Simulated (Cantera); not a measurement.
A closed system holds: 1 mol SiO₂, 1.5 mol C, 7.4 mol H₂, held at 89.0 mbar.

Equilibrium computed with Cantera from the NASA thermochemical tables; the gas is ideal and each condensed phase is pure. Candidate condensed phases: C, C₆H₆, C₇H₈, C₈H₁₈, H₂O, Si, SiC, SiO₂; 123 gas species. Gases not in the tables: Si₂H₆ and higher silanes. Kinetics and transport are ignored.

log p: log10 of the partial pressure in bar; n: condensed amount in mol.

```json
[
 {"T (K)": "2075", "log p H₂": "-1.16", "log p CO": "-1.93", "log p SiO": "-2.15", "log p H": "-3.15", "log p Si": "-4.27", "n SiC(s)": "0.246"},
 {"T (K)": "2100", "log p H₂": "-1.16", "log p CO": "-1.93", "log p SiO": "-2.15", "log p H": "-3.09", "log p Si": "-4.13", "n SiC(s)": "0.244"},
 {"T (K)": "2125", "log p H₂": "-1.16", "log p CO": "-1.93", "log p SiO": "-2.16", "log p H": "-3.02", "log p Si": "-3.99", "n SiC(s)": "0.242"},
 {"T (K)": "2150", "log p H₂": "-1.16", "log p CO": "-1.93", "log p SiO": "-2.16", "log p H": "-2.96", "log p Si": "-3.86", "n SiC(s)": "0.239"},
 {"T (K)": "2175", "log p H₂": "-1.16", "log p CO": "-1.93", "log p SiO": "-2.16", "log p H": "-2.89", "log p Si": "-3.72", "n SiC(s)": "0.236"},
 {"T (K)": "2200", "log p H₂": "-1.16", "log p CO": "-1.93", "log p SiO": "-2.16", "log p H": "-2.83", "log p Si": "-3.60", "n SiC(s)": "0.231"},
 {"T (K)": "2225", "log p H₂": "-1.17", "log p CO": "-1.93", "log p SiO": "-2.17", "log p H": "-2.77", "log p Si": "-3.47", "n SiC(s)": "0.224"},
 {"T (K)": "2250", "log p H₂": "-1.17", "log p CO": "-1.92", "log p SiO": "-2.17", "log p H": "-2.71", "log p Si": "-3.35", "n SiC(s)": "0.216"},
 {"T (K)": "2275", "log p H₂": "-1.17", "log p CO": "-1.92", "log p SiO": "-2.18", "log p H": "-2.66", "log p Si": "-3.24", "n SiC(s)": "0.205"},
 {"T (K)": "2300", "log p H₂": "-1.17", "log p CO": "-1.92", "log p SiO": "-2.19", "log p H": "-2.60", "log p Si": "-3.12", "n SiC(s)": "0.191"},
 {"T (K)": "2325", "log p H₂": "-1.18", "log p CO": "-1.92", "log p SiO": "-2.20", "log p H": "-2.55", "log p Si": "-3.01", "n SiC(s)": "…"},
 {"T (K)": "2350", "log p H₂": "-1.18", "log p CO": "-1.91", "log p SiO": "-2.21", "log p H": "-2.49", "log p Si": "-2.91", "n SiC(s)": "…"},
 {"T (K)": "2375", "log p H₂": "-1.19", "log p CO": "-1.91", "log p SiO": "-2.23", "log p H": "-2.44", "log p Si": "-2.81", "n SiC(s)": "…"},
 {"T (K)": "2400", "log p H₂": "-1.19", "log p CO": "-1.90", "log p SiO": "-2.25", "log p H": "-2.39", "log p Si": "-2.71", "n SiC(s)": "…"}
]
```

Problem. Complete the blanks.

Solution. 
- 2325, n SiC(s): 0.173
- 2350, n SiC(s): 0.150
- 2375, n SiC(s): 0.122
- 2400, n SiC(s): 0.0869
